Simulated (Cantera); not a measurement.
Charge: 1 mol NiS, 22 mol H2, 78 mol N2, held at 95.0 Pa.

These are equilibrium values from Cantera (NASA tables, ideal gas, pure condensed phases), not measurements of a reactor. Candidate condensed phases: Ni, NiS, NiS2, Ni3S2, Ni3S4, S; 17 gas species. Equilibrium is a limit: real reactors are often held back by kinetics, nucleation or transport.

**Question.** At 1698 K, list the 5 most abundant gas species with their mole fractions, and the condensed phases.

**Answer.** N2 0.773, H2 0.216, S2 0.00373, Ni 0.00273, H 0.00218. Condensed: Ni(s).
